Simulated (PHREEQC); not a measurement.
A solution holds 0.12 mol/kgw HF, 6.3e-05 mol/kgw NH4HF2 and 0.012 mol/kgw (NH4)2SiF6, at 25 °C. Closed to the air; pH follows from the charge balance.

All values are PHREEQC results (ion-association model, wateq4f.dat), not measurements.

| quantity | before | after |
|---|---|---|
| pH | 2.08 | 2.28 |
| ionic strength (mol/kgw) | 0.0458 | 0.0421 |
| HF (mol/kgw) | 0.0769 | 0.0348 |
| H2F2 (mol/kgw) | 0.0156 | 0.00319 |
| F- (mol/kgw) | 0.00757 | 0.00541 |
| HF2- (mol/kgw) | 0.00226 | 0.000730 |
| SI of Quartz (SiO2) | -6.89 | -5.21 |

What was changed between the two runs?
A. NH4HF2 from 6.3e-05 to 5.67e-05 mol/kgw
B. NH4HF2 from 6.3e-05 to 1.26e-05 mol/kgw
C. (NH4)2SiF6 from 0.012 to 0.0012 mol/kgw
D. temperature from 25 to 15 °C
E. (NH4)2SiF6 replaced by Na2SiO3 at the same molality

E, (NH4)2SiF6 replaced by Na2SiO3 at the same molality

No solid was allowed to form. wateq4f.dat counts part of the HF as a dimer, H2F2, which phreeqc.dat doesn't know; its constant is uncertain. SiF6-2 is the database's only silicon fluoride.
